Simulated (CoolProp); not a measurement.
The fluid at 370.11 K and 0.13 MPa expands adiabatically to 0.0147 MPa with isentropic efficiency 0.8. The same conditions are run with several fluids, on thermodynamics alone (safety and materials aside).

The numbers come from the reference Helmholtz-energy equation of state of each fluid (R21: Platzer 1990; n-butane: Bücker 2006; R124: de Vries 1995; R410A: Lemmon 2003; CH2F2 (R32): Tillner-Roth 1997) in CoolProp. The equations of Platzer and Polt are older, rougher fits. Blends and air are pseudo-pure fits.

```csv
fluid,work (kJ/kg),final temperature (K),final density (kg/m³)
R21,44.9,296.0,0.617
n-butane,84.3,324.6,0.318
R124,35.9,323.5,0.748
R410A,63.9,294.7,0.436
CH2F2 (R32),84.4,270.6,0.341
```
